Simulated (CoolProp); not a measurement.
Vapour-liquid equilibrium of R143a (1) + isobutane (2) at 11.2 bar; x and y are mole fractions of (1).

Computed with CoolProp (multi-fluid Helmholtz-energy mixture model, Lemmon and Jacobsen 2000 and Bücker 2006; pair parameters Bell 2016).

```csv
x,"bubble temperature, mixture model (K)","bubble temperature, Raoult's law (K)","y, mixture model","y, Raoult's law"
0.05,334.3,339.6,0.198,0.147
0.125,323.0,333.2,0.396,0.321
0.2,315.4,327.6,0.516,0.455
0.275,310.2,322.7,0.594,0.561
0.35,306.5,318.4,0.649,0.647
0.425,303.8,314.5,0.691,0.717
0.5,301.6,311.0,0.727,0.776
0.575,299.8,307.8,0.759,0.826
0.65,298.2,304.8,0.792,0.868
0.725,296.9,302.1,0.825,0.904
0.8,295.7,299.6,0.863,0.935
0.875,294.7,297.2,0.906,0.962
0.95,294.0,295.0,0.958,0.986
```

The largest gap from Raoult's law is -12.5 K in bubble temperature, at x = 0.275. No azeotrope shows between x = 0.05 and 0.95.

Pair parameters are fitted to limited data, so mixtures are less certain than the pure fluids.
